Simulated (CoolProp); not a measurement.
Vapour-liquid equilibrium of chloromethane (R40) (1) + isobutene (2) at 368 K; x and y are mole fractions of (1).

Computed with CoolProp (multi-fluid Helmholtz-energy mixture model, Thol 2014 and Lemmon 2005; pair parameters Bell 2016).

Give the bubble pressure and the first vapour's composition at x = 0.05, 0.2, 0.95. Is there an azeotrope?

x = 0.05: 1.736 MPa, y = 0.078; x = 0.2: 1.958 MPa, y = 0.277; x = 0.95: 2.888 MPa, y = 0.962. No azeotrope shows between x = 0.05 and 0.95.

Pair parameters are fitted to limited data, so mixtures are less certain than the pure fluids.
